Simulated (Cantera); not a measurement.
A perfectly stirred reactor is fed with NO : N2 = 1 : 0.2 (molar parts), at 760 Torr; it is held at 1850 K, and followed from long to short residence time.

Computed with Cantera and GRI-Mech 3.0 (53 species, 325 reactions).

Question: Predict: x(NO) at τ = 16.0 s; x(NO2) at τ = 16.0 s; x(O2) at τ = 16.0 s; x(N2) at τ = 16.0 s; x(O) at τ = 16.0 s; x(NO) at τ = 0.280 s; x(NO2) at τ = 0.280 s; x(O2) at τ = 0.280 s; x(N2) at τ = 0.280 s; x(O) at τ = 0.280 s.

Answer: 
```
Property                 Result
---------------------  --------
x(NO) at τ = 16.0 s       0.169
x(NO2) at τ = 16.0 s   0.000485
x(O2) at τ = 16.0 s       0.332
x(N2) at τ = 16.0 s       0.498
x(O) at τ = 16.0 s     0.000112
x(NO) at τ = 0.280 s      0.717
x(NO2) at τ = 0.280 s  0.000901
x(O2) at τ = 0.280 s     0.0576
x(N2) at τ = 0.280 s      0.225
x(O) at τ = 0.280 s     5.09e-5
```
